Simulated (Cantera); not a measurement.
A perfectly stirred reactor is fed with CH4 : CO2 = 1 : 1.5 (molar parts), at 1.00 bar; it is held at 2200 K, and followed from long to short residence time.

Cantera simulation using GRI-Mech 3.0 (53 species, 325 reactions); the numbers are that mechanism's predictions, not measurements.

Predict: x(CH4) at τ = 1.40 s; x(CO2) at τ = 1.40 s; x(O) at τ = 1.40 s; x(CH2O) at τ = 1.40 s; x(CH4) at τ = 60.0 ms; x(CO2) at τ = 60.0 ms; x(O) at τ = 60.0 ms; x(CH2O) at τ = 60.0 ms; x(C2H6) at τ = 60.0 ms.


| Property | Value |
|---|---|
| x(CH4) at τ = 1.40 s | 0.000142 |
| x(CO2) at τ = 1.40 s | 0.0245 |
| x(O) at τ = 1.40 s | 7.10e-7 |
| x(CH2O) at τ = 1.40 s | 1.91e-7 |
| x(CH4) at τ = 60.0 ms | 0.00227 |
| x(CO2) at τ = 60.0 ms | 0.0271 |
| x(O) at τ = 60.0 ms | 6.69e-7 |
| x(CH2O) at τ = 60.0 ms | 2.00e-6 |
| x(C2H6) at τ = 60.0 ms | 2.06e-7 |
